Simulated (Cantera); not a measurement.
Abatement and gas-phase synthesis: H2S + H2O + O2

Feed: 1 mol H2S, 4 mol H2O, 1.1 mol O2, equilibrated at 0.0133 bar.

Method: chemical equilibrium by Gibbs-energy minimisation in Cantera with the NASA 1993 tables (ideal gas, pure condensed phases). Candidate condensed phases: H2O, H2SO4, S; 34 gas species. Ions and electrons are included (thermal ionisation). Equilibrium is a limit: real reactors are often held back by kinetics, nucleation or transport.

```json
[
 {"T (°C)": "2727", "x H": "0.431", "x O": "0.209", "x H2": "0.0995", "x OH": "0.0786", "x S": "0.0222", "x H2O": "0.0546", "x O2": "0.0454", "x SO": "0.0419", "x SO2": "0.0165"},
 {"T (°C)": "3227", "x H": "0.566", "x O": "0.341", "x H2": "0.0123", "x OH": "0.0127", "x S": "0.0524", "x H2O": "0.000596", "x O2": "0.00639", "x SO": "0.00750", "x SO2": "0.000196"},
 {"T (°C)": "3727", "x H": "0.579", "x O": "0.358", "x H2": "0.00176", "x OH": "0.00194", "x S": "0.0575", "x H2O": "1.01e-5", "x O2": "0.000772", "x SO": "0.000860", "x SO2": "2.13e-6"},
 {"T (°C)": "4227", "x H": "0.581", "x O": "0.360", "x H2": "0.000376", "x OH": "0.000426", "x S": "0.0580", "x H2O": "3.94e-7", "x O2": "0.000140", "x SO": "0.000145", "x SO2": "5.52e-8"},
 {"T (°C)": "4727", "x H": "0.581", "x O": "0.360", "x H2": "0.000109", "x OH": "0.000126", "x S": "0.0578", "x H2O": "2.91e-8", "x O2": "3.53e-5", "x SO": "3.42e-5", "x SO2": "2.90e-9"}
]
```
x: gas mole fraction; nothing condenses.

From 2727 °C to 4727 °C nothing is condensed.
